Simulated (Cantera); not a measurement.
Cantera run, input and output.

```python
import numpy as np
import cantera as ct

surf = ct.Interface("diamond.yaml", "diamond_100")
gas, bulk = surf.adjacent["gas"], surf.adjacent["diamond"]
k = surf.kinetics_species_index(bulk.species_names[0])
cover = ["c6HH", "c6H*", "c6*H", "c6**", "c6HM", "c6B"]

rows, drift = [], 0.0
print(f"{'T':>10s}{'um/h':>11s}" + "".join(f"{s:>11s}" for s in cover))
for v in [925, 1000, 1075, 1150, 1225, 1300, 1375]:
    T, P, xH, xCH3 = v, 2300, 0.00024, 3.6e-05
    gas.TPX = T, P, {"H": xH, "CH3": xCH3, "CH4": 0.0087, "H2": 1 - xH - xCH3 - 0.0087}
    surf.TP = bulk.TP = T, P
    surf.coverages = "c6H*:0.1, c6HH:0.9"
    surf.advance_coverages(100.0)
    before = surf.coverages
    surf.advance_coverages(100.0)
    drift = max(drift, np.max(np.abs(surf.coverages - before) / (surf.coverages + 1e-9)))
    rate = surf.net_production_rates[k] * bulk.mean_molecular_weight / bulk.density * 3.6e9
    rows.append([rate, *surf[cover].coverages])
    print(f"{v:10.4g}{rate:11.4e}" + "".join(f"{x:11.3e}" for x in rows[-1][1:]))
```

Output:

```
         T       um/h       c6HH       c6H*       c6*H       c6**       c6HM        c6B
       925 2.0552e-01  6.076e-01  1.085e-02  2.791e-01  4.054e-03  7.731e-02  5.577e-10
      1000 1.4129e-01  5.911e-01  1.708e-02  3.497e-01  6.735e-03  2.566e-02  3.834e-10
      1075 5.5440e-02  5.625e-01  2.363e-02  3.975e-01  9.213e-03  4.508e-03  1.504e-10
      1150 2.9788e-02  5.383e-01  2.959e-02  4.196e-01  1.078e-02  6.996e-04  8.083e-11
      1225 2.3596e-02  5.308e-01  3.462e-02  4.225e-01  1.132e-02  1.165e-04  6.403e-11
      1300 1.3068e-02  5.397e-01  3.842e-02  4.106e-01  1.102e-02  2.108e-05  3.546e-11
      1375 3.8299e-03  5.599e-01  4.096e-02  3.889e-01  1.019e-02  4.476e-06  1.039e-11
```

Model: the Harris–Goodwin 1993 mechanism for the reconstructed diamond (100) surface, integrated in Cantera.
